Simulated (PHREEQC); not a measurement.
Dissolve 0.46 mol/kgw CuSO4, 0.0013 mol/kgw HBF4 and 0.0013 mol/kgw H3BO3 at 25 °C. Closed to the air; pH follows from the charge balance.

Computed with PHREEQC (ion-association model, phreeqc.dat).

This is a speciation only: nothing precipitates in the calculation.

### Question
Order these S species by the share of S that they hold, largest first: CuSO4, HSO4-, SO4-2.

### Answer
CuSO4 (55 %), SO4-2 (44 %), HSO4- (0.57 %)

### Question
Order these B species by the share of B that they hold, largest first: H3BO3, BF4-, BF3OH-, BF2(OH)2-.

### Answer
H3BO3 (84 %), BF4- (8.5 %), BF2(OH)2- (4.2 %), BF3OH- (3.1 %)

The pH is 3.22 and the ionic strength 0.816 mol/kgw. The ionic strength is past about 0.7 mol/kgw, beyond the range of this activity model, so the values are rough. Real BF4- forms and hydrolyses slowly; the run takes it at equilibrium.
